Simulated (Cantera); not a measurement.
Charge: 1 mol CuO, 1.3 mol CO, 2.8 mol H₂, 0.56 mol CH₄, equilibrated at 21.8 Torr.

Equilibrium computed with Cantera from the NASA thermochemical tables; the gas is ideal and each condensed phase is pure. Candidate condensed phases: C, C₆H₆, C₇H₈, C₈H₁₈, Cu, CuO, Cu(OH)₂, Cu₂O, H₂O; 113 gas species. The numbers say what is thermodynamically allowed, not how fast it happens.

Task: Which condensed phases are stable at each of these points (T (°C)): 1227, 1327, 1427, 1527, 1627, 1727, 1827?

Result: 
```tsv
T (°C)	condensed phases	Cu condensed (%)
1227	Cu(l)	99.8
1327	Cu(l)	99.2
1427	Cu(l)	96.8
1527	Cu(l)	89.0
1627	Cu(l)	65.6
1727	gas only	0.0
1827	gas only	0.0
```

From 1227 °C to 1627 °C the condensed part is Cu(l). From 1727 °C to 1827 °C nothing is condensed.
